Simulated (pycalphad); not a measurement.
Phase fractions of Al-0.47Si-7.52C (at.%)

Computed with pycalphad from the COST 507 light-alloy database (1999), at 1 atm. The database dates from 1999; later assessments differ in places, in temperatures and in the compounds included. Phase fractions are per mole of atoms. Kinetics are ignored, which matters at the lower temperatures.

```
T (°C)  liquid  AL4C3    fcc  AL8SIC7
------  ------  -----  -----  -------
1577     0.835  0.165      -        -
1527     0.831  0.169      -        -
1477     0.829  0.171      -        -
1427     0.827  0.173      -        -
1377     0.826  0.174      -        -
1327     0.825  0.175      -        -
1277     0.825  0.175      -        -
1227     0.825  0.175      -        -
1177     0.825  0.175      -        -
1127     0.825  0.175      -        -
1077     0.825  0.175      -        -
1027     0.825  0.175      -        -
977      0.825  0.175      -        -
927      0.825  0.175      -        -
877      0.825  0.175      -        -
827      0.825  0.175      -        -
777      0.825  0.175      -        -
727      0.825  0.175      -        -
677      0.825  0.175      -        -
627          -  0.108  0.826    0.066
577          -  0.104  0.826    0.070
527          -  0.101  0.826    0.072
477          -    ___  0.826      ___
427          -  0.099  0.826    0.075
377          -  0.099  0.826    0.075
327          -  0.099  0.826    0.075
277          -  0.099  0.826    0.075
227          -  0.099  0.826    0.075
```

Q: Fill in the missing entries.

A: 
- 477, AL4C3: 0.100
- 477, AL8SIC7: 0.074

Database names, with the compositions (at.%) that they take in these runs: AL4C3: Al 57 C 43; AL8SIC7: Al 50 C 44 Si 6.
